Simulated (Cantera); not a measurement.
What does this Cantera script print?

```python
import numpy as np
import cantera as ct

gas_names = """
    AL ALCL ALCL2 ALCL3 ALH ALN AL2 AL2CL6 CL CL2 H HCL H2 N NH NH2 NH3 N2 N2H2 N2H4
""".split()
cond_names = """
    AL(cr) AL(L) ALCL3(s) ALCL3(L) ALN(s) NH4CL(a) NH4CL(b)
""".split()


# ... load() reads the species with a 1 bar reference pressure and builds the phases ...
atoms = {
    'Al': {'AL': 1},
    'HCl': {'H': 1, 'CL': 1},
    'N2': {'N': 2},
}
top_T = {'ALN(s)': 2750}  # K; cautious upper limits of use, not melting points


# ... equilibrate(T, P, feed) seeds the gas with the atoms and calls Mixture.equilibrate('TP', solver="vcs", rtol=1e-11, max_steps=5000) ...
results = []
feed = {'Al': 1, 'HCl': 4.8, 'N2': 460}  # mol
P = 250  # Pa
for T in [1675, 1700, 1725, 1750, 1775, 1800, 1825, 1850, 1875, 1900, 1925, 1950, 1975, 2000]:
    mix = equilibrate(T, P, feed)
    results.append((T, P, feed, dict(zip(mix.species_names, mix.species_moles))))
    x = sorted(zip(gas.X, gas.species_names), reverse=True)
    print(f"T = {T:g} K  P = {P:g} Pa  gas = {mix.phase_moles(0):.4g} mol")
    print("   x: " + "  ".join(f"{s} {v:.3e}" for v, s in x if v > 1e-05))
    print("   condensed (mol): " + ("  ".join(f"{mix.phase(i).name} {mix.phase_moles(i):.4g}"
          for i in range(1, mix.n_phases) if mix.phase_moles(i) > 1e-12) or "none"))
```

It prints:

```
T = 1675 K  P = 250 Pa  gas = 465.2 mol
   x: N2 9.888e-01  HCL 7.106e-03  ALCL 1.636e-03  H2 1.560e-03  CL 3.262e-04  ALCL2 2.901e-04  ALCL3 2.228e-04  H 9.171e-05
   condensed (mol): none
T = 1700 K  P = 250 Pa  gas = 465.3 mol
   x: N2 9.886e-01  HCL 7.143e-03  ALCL 1.712e-03  H2 1.529e-03  CL 4.185e-04  ALCL2 2.680e-04  ALCL3 1.689e-04  H 1.152e-04
   condensed (mol): none
T = 1725 K  P = 250 Pa  gas = 465.3 mol
   x: N2 9.885e-01  HCL 7.142e-03  ALCL 1.778e-03  H2 1.514e-03  CL 5.280e-04  ALCL2 2.443e-04  H 1.445e-04  ALCL3 1.259e-04
   condensed (mol): none
T = 1750 K  P = 250 Pa  gas = 465.4 mol
   x: N2 9.884e-01  HCL 7.106e-03  ALCL 1.836e-03  H2 1.514e-03  CL 6.553e-04  ALCL2 2.200e-04  H 1.810e-04  ALCL3 9.231e-05
   condensed (mol): none
T = 1775 K  P = 250 Pa  gas = 465.5 mol
   x: N2 9.883e-01  HCL 7.034e-03  ALCL 1.885e-03  H2 1.526e-03  CL 8.009e-04  H 2.261e-04  ALCL2 1.960e-04  ALCL3 6.674e-05
   condensed (mol): none
T = 1800 K  P = 250 Pa  gas = 465.5 mol
   x: N2 9.881e-01  HCL 6.930e-03  ALCL 1.926e-03  H2 1.549e-03  CL 9.651e-04  H 2.819e-04  ALCL2 1.730e-04  ALCL3 4.768e-05
   condensed (mol): none
T = 1825 K  P = 250 Pa  gas = 465.6 mol
   x: N2 9.880e-01  HCL 6.796e-03  ALCL 1.961e-03  H2 1.582e-03  CL 1.148e-03  H 3.503e-04  ALCL2 1.515e-04  ALCL3 3.373e-05
   condensed (mol): none
T = 1850 K  P = 250 Pa  gas = 465.7 mol
   x: N2 9.878e-01  HCL 6.634e-03  ALCL 1.990e-03  H2 1.620e-03  CL 1.349e-03  H 4.337e-04  ALCL2 1.318e-04  ALCL3 2.367e-05
   condensed (mol): none
T = 1875 K  P = 250 Pa  gas = 465.8 mol
   x: N2 9.876e-01  HCL 6.445e-03  ALCL 2.014e-03  H2 1.663e-03  CL 1.569e-03  H 5.346e-04  ALCL2 1.141e-04  ALCL3 1.652e-05
   condensed (mol): none
T = 1900 K  P = 250 Pa  gas = 465.8 mol
   x: N2 9.875e-01  HCL 6.233e-03  ALCL 2.033e-03  CL 1.806e-03  H2 1.708e-03  H 6.559e-04  ALCL2 9.838e-05  ALCL3 1.148e-05
   condensed (mol): none
T = 1925 K  P = 250 Pa  gas = 465.9 mol
   x: N2 9.872e-01  HCL 5.998e-03  CL 2.061e-03  ALCL 2.049e-03  H2 1.752e-03  H 8.002e-04  ALCL2 8.454e-05
   condensed (mol): none
T = 1950 K  P = 250 Pa  gas = 466.1 mol
   x: N2 9.870e-01  HCL 5.744e-03  CL 2.332e-03  ALCL 2.062e-03  H2 1.792e-03  H 9.706e-04  ALCL2 7.246e-05
   condensed (mol): none
T = 1975 K  P = 250 Pa  gas = 466.2 mol
   x: N2 9.868e-01  HCL 5.472e-03  CL 2.618e-03  ALCL 2.072e-03  H2 1.827e-03  H 1.170e-03  ALCL2 6.197e-05
   condensed (mol): none
T = 2000 K  P = 250 Pa  gas = 466.3 mol
   x: N2 9.865e-01  HCL 5.185e-03  CL 2.917e-03  ALCL 2.079e-03  H2 1.854e-03  H 1.401e-03  ALCL2 5.291e-05  AL 1.046e-05
   condensed (mol): none
```

Equilibrium computed with Cantera from the NASA thermochemical tables; the gas is ideal and each condensed phase is pure. The tables' values for AlCl2 are old estimates; treat these amounts as uncertain.
